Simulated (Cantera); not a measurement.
A perfectly stirred reactor is fed with NO : N₂ = 1 : 6.5 (molar parts), at 0.132 atm; it is held at 1950 K, and followed from long to short residence time.

Model: GRI-Mech 3.0 (53 species, 325 reactions), integrated in Cantera.

Q: What does this change do: temperature 1950 to 1423 K?

A: 
```tsv
quantity	before	after
x(NO) at τ = 1.20 s	0.125	0.133
x(N₂O) at τ = 1.20 s	6.72e-6	3.38e-6
x(N₂) at τ = 1.20 s	0.871	0.867
x(NO₂) at τ = 1.20 s	1.41e-5	8.83e-6
x(O) at τ = 1.20 s	0.000102	6.05e-8
x(NO) at τ = 43.0 ms	0.133	0.133
x(N₂O) at τ = 43.0 ms	7.18e-6	3.10e-7
x(N₂) at τ = 43.0 ms	0.867	0.867
x(NO₂) at τ = 43.0 ms	7.00e-6	3.32e-7
x(O) at τ = 43.0 ms	4.95e-5	1.37e-8
```

Q: What does this change do: N2 6.5 to 4.2 parts?

A: 
```tsv
quantity	before	after
x(NO) at τ = 1.20 s	0.125	0.176
x(N₂O) at τ = 1.20 s	6.72e-6	1.31e-5
x(N₂) at τ = 1.20 s	0.871	0.816
x(NO₂) at τ = 1.20 s	1.41e-5	2.63e-5
x(O) at τ = 1.20 s	0.000102	0.000135
x(NO) at τ = 43.0 ms	0.133	0.192
x(N₂O) at τ = 43.0 ms	7.18e-6	1.48e-5
x(N₂) at τ = 43.0 ms	0.867	0.808
x(NO₂) at τ = 43.0 ms	7.00e-6	1.31e-5
x(O) at τ = 43.0 ms	4.95e-5	6.62e-5
```

Q: What does this change do: temperature 1950 to 1623 K?

A: 
| quantity | before | after |
|---|---|---|
| x(NO) at τ = 1.20 s | 0.125 | 0.133 |
| x(N₂O) at τ = 1.20 s | 6.72e-6 | 5.99e-6 |
| x(N₂) at τ = 1.20 s | 0.871 | 0.867 |
| x(NO₂) at τ = 1.20 s | 1.41e-5 | 1.23e-5 |
| x(O) at τ = 1.20 s | 0.000102 | 1.84e-6 |
| x(NO) at τ = 43.0 ms | 0.133 | 0.133 |
| x(N₂O) at τ = 43.0 ms | 7.18e-6 | 2.48e-6 |
| x(N₂) at τ = 43.0 ms | 0.867 | 0.867 |
| x(NO₂) at τ = 43.0 ms | 7.00e-6 | 3.85e-6 |
| x(O) at τ = 43.0 ms | 4.95e-5 | 7.50e-7 |
